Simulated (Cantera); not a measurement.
Input: 1 mol Si, 1.6 mol HF, 0.3 mol N2, held at 925 K and 66.0 mbar.

These are equilibrium values from Cantera (NASA tables, ideal gas, pure condensed phases), not measurements of a reactor. Candidate condensed phases: Si, Si3N4; 37 gas species. N2 is the only nitrogen source here; it is nearly inert below about 1500 K, so the nitride shown seldom forms there in practice. The tables' values for SiF3 are old estimates; treat these amounts as uncertain. The numbers say what is thermodynamically allowed, not how fast it happens.

Base state: H2 0.661, SiF4 0.322, SiHF3 0.0166, SiH2F2 0.000474, SiF3 0.000158 (mole fractions); condensed: Si(s) + Si3N4(s).

Q: What changes in the equilibrium state with this change: pressure from 66.0 mbar to 1.10 mbar?

A: 
```csv
species,before,after
H2,0.661,0.665
SiF4,0.322,0.329
SiHF3,0.0166,0.00610
SiH2F2,0.000474,6.21e-5
SiF3,0.000158,0.000448
HF,7.29e-6,2.05e-5
"Si(s), mol",0.145,0.148
"Si3N4(s), mol",0.150,0.150
```
